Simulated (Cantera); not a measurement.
Input: 1 mol TiCl4, 8.1 mol H2O, 1.2 mol H2, equilibrated at 1323 K and 1700 Pa.

Cantera equilibrium calculation (NASA polynomials, part measured and part estimated; ideal gas, pure solids and liquids). Candidate condensed phases: H2O, Ti, TiCl2, TiCl3, TiCl4, TiO, TiO2, Ti2O3, Ti3O5, Ti4O7; 23 gas species. Rates play no part.

Base state: H2O 0.540, HCl 0.354, H2 0.106, Cl 1.11e-5 (mole fractions); condensed: TiO2(rutile).

Q: What changes in the equilibrium state with this change: 1.4 mol O2 added?

A: 
```
species             before     after
-----------------  -------  --------
H2O                  0.540     0.604
HCl                  0.354     0.328
O2                   <1e-9    0.0654
H2                   0.106   2.35e-6
Cl2                9.06e-9  0.000350
OH                 2.91e-7   6.94e-5
Cl                 1.11e-5   0.00218
TiO2(rutile), mol     1.00      1.00
```
Gases not in the tables: TiO(OH)2.

Q: What changes in the equilibrium state with this change: TiCl4 replaced by Ti(OiPr)4?

A: 
```tsv
species	before	after
H2	0.106	0.671
CO	0	0.329
H2O	0.540	5.25e-5
HCl	0.354	0
CH4	0	2.72e-5
CO2	0	1.39e-5
Cl	1.11e-5	0
TiO2(rutile), mol	1.00	0
TiC(s), mol	0	0.561
Ti2O3(s), mol	0	0.220
```
The feed counts by its element totals alone. Mutual solubility and eutectic melting of coexisting phases are not modelled. TiC: taken at fixed stoichiometry. Further candidate phases: C, C6H6, C7H8, C8H18, TiC.
